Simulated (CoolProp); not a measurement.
Carbon dioxide at several states: fugacity coefficient from the reference equation and from simpler models built on Tc = 31.0 °C, pc = 73.77 bar, ω = 0.224; each cubic takes its own stable root.

Computed with CoolProp (reference Helmholtz-energy equation of state, Span 1996).

| T (°C) | p (bar) | phase | reference | van der Waals | Redlich-Kwong | Peng-Robinson |
|---|---|---|---|---|---|---|
| 513.45 | 352 | supercritical | 1.050 | 0.9620 | ? | 1.060 |
| 102.75 | 12.6 | gas | ? | ? | ? | ? |
| 159.95 | 44 | gas | 0.9430 | ? | 0.9336 | 0.9361 |
| 33.45 | 272 | supercritical | 0.2801 | 0.3427 | ? | 0.2759 |
| 287.35 | 0.117 | gas | 1.0000 | 0.9999 | 0.9999 | 0.9999 |
| 570.95 | 0.296 | gas | 1.000 | 1.0000 | 1.0000 | 1.000 |

Q: Fill in the missing entries.

A: 
- 513.45, Redlich-Kwong: 0.9979
- 102.75, reference: 0.9718
- 102.75, van der Waals: 0.9703
- 102.75, Redlich-Kwong: 0.9693
- 102.75, Peng-Robinson: 0.9679
- 159.95, van der Waals: 0.9297
- 33.45, Redlich-Kwong: 0.2977
